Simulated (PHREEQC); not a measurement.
PHREEQC input (Pitzer model, pitzer.dat):

```
SOLUTION 1
  temp 25
  units mol/kgw
  pH 7 charge
  Cl 0.0078
  K 0.0078
  S(6) 0.0073
  Na 0.1308
  C(4) 0.05
  B 0.0324
END
USE solution 1
INCREMENTAL_REACTIONS false
REACTION 1
  H2O -1
  0 9.886 18.011 24.689 30.178 34.689 38.397 41.444
  43.949 46.007 47.699 49.089 50.232 51.172 51.944 52.578
  53.1 53.528 53.88 54.17 54.408 54.603 54.764 54.896
  55.005 moles
EQUILIBRIUM_PHASES 1
  Arcanite 0 0
  Burkeite 0 0
  Glaserite 0 0
  Halite 0 0
  Kalicinite 0 0
  Mirabilite 0 0
  Misenite 0 0
  Nahcolite 0 0
  Natron 0 0
  Sylvite 0 0
  Thenardite 0 0
  Trona 0 0
  Borax 0 0
  Boric_acid,s 0 0
  KB5O8:4H2O 0 0
  K2B4O7:4H2O 0 0
  NaBO2:4H2O 0 0
  NaB5O8:5H2O 0 0
  Teepleite 0 0
SELECTED_OUTPUT 1
  -reset false
  -pH true
  -pe true
  -ionic_strength true
  -water true
  -activities H2O
  -totals B C Cl K Na S
  -molalities H+ Na+ K+ Cl- CO3-2 SO4-2 B(OH)3 OH- HCO3- CO2
    HSO4- B(OH)4- B3O3(OH)4- B4O5(OH)4-2
  -equilibrium_phases Arcanite Burkeite Glaserite Halite Kalicinite Mirabilite Misenite Nahcolite Natron Sylvite
    Thenardite Trona Borax Boric_acid,s KB5O8:4H2O K2B4O7:4H2O NaBO2:4H2O NaB5O8:5H2O Teepleite
PRINT
  -reset false
END
```

Selected output (columns that matter, 17 of 25 rows; water left (kg) added in front):

```
water left (kg)	pH	mu	B	C	Cl	K	Na	S	la_H2O	Burkeite	Glaserite	Natron	Trona	Borax
1	10.269	0.18146	0.0324	0.05	0.0078	0.0078	0.1308	0.0073	-0.0015892	0	0	0	0	0
0.675518	10.229	0.26893	0.047963	0.074017	0.011547	0.011547	0.19363	0.010807	-0.0023061	0	0	0	0	0
0.555211	10.208	0.3274	0.058356	0.090056	0.014049	0.014049	0.23559	0.013148	-0.0027763	0	0	0	0	0
0.456325	10.188	0.39864	0.071002	0.10957	0.017093	0.017093	0.28664	0.015997	-0.0033402	0	0	0	0	0
0.308268	10.152	0.59144	0.1051	0.1622	0.025303	0.025303	0.42431	0.023681	-0.0048195	0	0	0	0	0
0.208282	10.127	0.8796	0.15556	0.24006	0.037449	0.037449	0.628	0.035049	-0.0069037	0	0	0	0	0
0.171238	10.122	1.0741	0.18921	0.29199	0.045551	0.045551	0.76385	0.042631	-0.00823	0	0	0	0	0
0.140796	10.123	1.3128	0.23012	0.35512	0.055399	0.055399	0.929	0.051848	-0.0097846	0	0	0	0	0
0.0952644	10.139	1.9637	0.34011	0.52485	0.081877	0.081877	1.373	0.076629	-0.013745	0	0	0	0	0
0.0644874	10.182	2.9248	0.47797	0.77535	0.12095	0.12095	2.0161	0.1132	-0.019227	0	0	0	0	0.00039427
0.0529918	10.23	3.5327	0.49986	0.94354	0.14719	0.14719	2.4125	0.13776	-0.022655	0	0	0	0	0.0014779
0.0435319	10.278	4.2764	0.52797	1.1486	0.17918	0.17918	2.8965	0.16769	-0.026979	0	0	0	0	0.0023541
0.0294095	10.386	6.2876	0.60884	1.7001	0.26522	0.26522	4.2011	0.24822	-0.039821	0	0	0	0	0.0036236
0.0198773	10.523	9.2913	0.74934	2.5154	0.39241	0.39241	6.14	0.36725	-0.063385	0	0	0	0	0.0043763
0.0163824	10.61	11.302	0.87349	3.0521	0.47612	0.47612	7.432	0.4456	-0.082679	0	0	0	0	0.0045225
0.0116448	10.829	12.898	1.0564	3.2425	0.66983	0.66983	8.3745	0.62689	-0.10344	0	0	0.0097369	0.0012525	0.0050247
0.00676315	11.677	16.149	2.1933	4.1374	1.1533	1.1432	10.367	0.24981	-0.16768	0.0027824	2.2901e-05	0.012663	0.0032861	0.0043916
```
